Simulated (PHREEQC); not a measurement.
**Acid mine or pickling water (model solution)**

Synthetic water in mmol/kgw, 90 °C, pH 2.51, pe 9.9:

```csv
constituent,mmol/kgw
Na,1.16
K,0.415
Ca,6.13
Mg,1.07
Cl,4.12
S(6),9.04
Pb,0.0711
Zn,0.0481
Fe(3),0.0493
Mn(2),0.00171
```

Cl is adjusted to close the charge balance.
Valence states are taken as typed.

Model: ion-association model, phreeqc.dat, run in PHREEQC.

This is a speciation only: nothing precipitates in the calculation.

### Question
Estimate the ionic strength, specific conductance.

### Answer
ionic strength 0.0253 mol/kgw; specific conductance 7570 µS/cm.

### Question
In which forms is Pb present?

### Answer
Pb+2 52 %, PbSO4 26 %, PbCl+ 21 %, Pb(SO4)2-2 0.5 % of the Pb.

Examples of supersaturated solids here: Hematite (slow to form), Goethite (slow to form). Others may be too. Constants without temperature data keep their 25 °C values here.
